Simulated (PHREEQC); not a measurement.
2.7 g of hydrous ferric oxide (600 m²/g; 0.2 weak and 0.005 strong sites per Fe, Dzombak-Morel constants, diffuse double layer) in 1 kg of water with 0.005 mol/kgw of an inert sodium salt and 2.3e-05 mol ZnCl2, at 25 °C; the pH is set by adding NaOH or the inert anion's acid. Oxygen is held at 0.21 atm. CO2 from the air is kept out. No solid was allowed to form.

The series has 17 steps of pH, from 4 to 12.

Equilibrium calculation in PHREEQC: ion-association model, wateq4f.dat.

Near which pH is half of the Zn sorbed, and on which side is more sorbed?

Near pH 5.4, with more sorbed at higher pH.
